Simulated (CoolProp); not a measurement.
CH2F2 (R32) at 293.15 K and 2.18 MPa flows at 1.2 m/s in a round tube of 25 mm bore and 45 µm roughness, fully developed (64/Re and Nu = 3.66 if laminar; Colebrook and Gnielinski if turbulent). Each further row changes one setting.

The numbers come from the reference Helmholtz-energy equation of state, Tillner-Roth 1997 in CoolProp.

```csv
case,Reynolds number,Darcy friction factor,pressure drop (Pa/m),heat-transfer coefficient (W/(m² K)),mass flow (kg/h)
as stated,245000,0.0236,669,5140,2090
velocity 2.4 m/s,491000,0.0232,2630,10100,4180
diameter 50 mm,491000,0.0198,281,4400,8360
```

Viscosity comes from a separate model (Bell 2016), an estimate that may be off by 10 % or more. Thermal conductivity comes from a separate model (Huber 2003), an estimate that may be off by 10 % or more.
